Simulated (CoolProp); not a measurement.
Vapour-liquid equilibrium of CHF3 (R23) (1) + R11 (2) at 236 K; x and y are mole fractions of (1).

Values from CoolProp's multi-fluid Helmholtz-energy mixture model, Penoncello 2003 and Jacobsen 1992; pair parameters Bell 2016.

Question: Give the bubble pressure and the first vapour's composition at x = 0.2, 0.35, 0.5. Is there an azeotrope?

Answer: x = 0.2: 0.4327 MPa, y = 0.986; x = 0.35: 0.5886 MPa, y = 0.990; x = 0.5: 0.6393 MPa, y = 0.991. No azeotrope shows between x = 0.05 and 0.95.

The pair parameters rest on a limited set of measurements; away from them the model extrapolates. With so large a gap from Raoult's law the liquid may split in two, which this calculation doesn't test in full.
